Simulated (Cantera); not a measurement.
Cantera run:

```python
import numpy as np
import cantera as ct

gas_names = [...]  # 95 gases of nasa_gas.yaml made of C, F, H
cond_names = """
    C(gr) C6H6(L) C7H8(L) C8H18(L),n-octa
""".split()


# ... load() reads the species with a 1 bar reference pressure and builds the phases ...
atoms = {
    'CH3F': {'C': 1, 'H': 3, 'F': 1},
    'CH4': {'C': 1, 'H': 4},
    'H2': {'H': 2},
}
top_T = {'C(gr)': 4500}  # K; cautious upper limits of use, not melting points


# ... equilibrate(T, P, feed) seeds the gas with the atoms and calls Mixture.equilibrate('TP', solver="vcs", rtol=1e-11, max_steps=5000) ...
results = []
feed = {'CH3F': 1, 'CH4': 0.06, 'H2': 13}  # mol
P = 1333.22  # Pa
for T in [798, 898, 998, 1098, 1198, 1298, 1398, 1498, 1598, 1698, 1798, 1898, 1998]:
    mix = equilibrate(T, P, feed)
    results.append((T, P, feed, dict(zip(mix.species_names, mix.species_moles))))

top = {s: max(r[3][s] / sum(r[3][g] for g in gas_names) for r in results) for s in gas_names}
cols = sorted((s for s in top if top[s] > 0.0001), key=lambda s: -top[s])[:5]
seen = [c for c in cond_names if any(r[3].get(c, 0) > 1e-12 for r in results)]
print("log10 of partial pressures in bar; condensed amounts in mol")
print(f"{'T/K':>10s}" + "".join(f"{s[:9]:>10s}" for s in cols + seen))
for T, P, feed, n in results:
    ng = sum(n[g] for g in gas_names)
    print(f"{T:10.4g}" + "".join(f"{np.log10(max(n[s] / ng * P / 1e5, 1e-99)):10.3f}" for s in cols)
          + "".join(f"{n.get(c, 0):10.4g}" for c in seen))
```

Output:

```
log10 of partial pressures in bar; condensed amounts in mol
       T/K        H2        HF       CH4         H C2H2,acet     C(gr)
       798    -1.913    -3.048    -3.683   -12.531   -13.838    0.8281
       898    -1.907    -3.053    -4.308   -10.914   -12.186     1.004
       998    -1.905    -3.054    -4.821    -9.620   -10.872     1.043
      1098    -1.905    -3.054    -5.247    -8.559    -9.800     1.054
      1198    -1.905    -3.055    -5.605    -7.673    -8.910     1.057
      1298    -1.905    -3.055    -5.908    -6.922    -8.158     1.059
      1398    -1.905    -3.055    -6.169    -6.277    -7.516     1.059
      1498    -1.905    -3.055    -6.396    -5.717    -6.960     1.059
      1598    -1.905    -3.055    -6.594    -5.226    -6.475     1.059
      1698    -1.905    -3.055    -6.768    -4.793    -6.048     1.058
      1798    -1.906    -3.055    -6.923    -4.406    -5.669     1.055
      1898    -1.908    -3.056    -7.064    -4.061    -5.332     1.049
      1998    -1.911    -3.058    -7.192    -3.750    -5.031     1.039
```

Equilibrium computed with Cantera from the NASA thermochemical tables; the gas is ideal and each condensed phase is pure.
